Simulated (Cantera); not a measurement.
Charge: 1 mol SiCl₄, 32 mol N₂, held at 1.33 mbar.

Method: chemical equilibrium by Gibbs-energy minimisation in Cantera with the NASA 1993 tables (ideal gas, pure condensed phases). Candidate condensed phases: Si, Si₃N₄; 13 gas species. The tables' values for SiCl₃ are old estimates; treat these amounts as uncertain. Kinetics and transport are ignored. All values below are at 1398 K.

Base state: N₂ 0.967, SiCl₄ 0.0282, Cl 0.00238, SiCl₃ 0.00161, SiCl₂ 0.000393 (mole fractions); condensed: gas only.

Q: What changes in the equilibrium state with this change: pressure from 1.33 mbar to 0.460 bar?

A: 
```json
[
 {"species": "N₂", "before": "0.967", "after": "0.970"},
 {"species": "SiCl₄", "before": "0.0282", "after": "0.0302"},
 {"species": "SiCl₃", "before": "0.00161", "after": "0.000114"},
 {"species": "Cl", "before": "0.00238", "after": "0.000104"},
 {"species": "SiCl₂", "before": "0.000393", "after": "1.83e-6"}
]
```
